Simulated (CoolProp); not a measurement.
Computed with CoolProp (reference Helmholtz-energy equation of state, Lemmon 2006). It is a short technical equation, of lower accuracy than the large ones.

Q: For nitrous oxide, give the phase and the cp (kJ/(kg K)) at -54.35 °C and 89.7 kPa; -54.35 °C and 378 kPa.

A: 
- -54.35 °C and 89.7 kPa: gas; cp 0.804
- -54.35 °C and 378 kPa: gas; cp 0.896
